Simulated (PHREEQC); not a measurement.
Make-up at 20 °C: 2.1 mmol/kgw KH2PO4, 0.36 mmol/kgw H2SO4 and 0.22 mmol/kgw H4SiO4. Closed to the air; pH follows from the charge balance.

Equilibrium calculation in PHREEQC: ion-association model, phreeqc.dat.

Problem. The ionic strength comes out as 0.00301 mol/kgw. What activity coefficients do K+, H2PO4-, SO4-2, KSO4-, H+ get?

Solution. K+ 0.94, H2PO4- 0.94, SO4-2 0.79, KSO4- 0.94, H+ 0.95.

Precipitation was switched off in this run. The solution is supersaturated, for example in Quartz (slow to form), so a real one may precipitate; this is no full list.
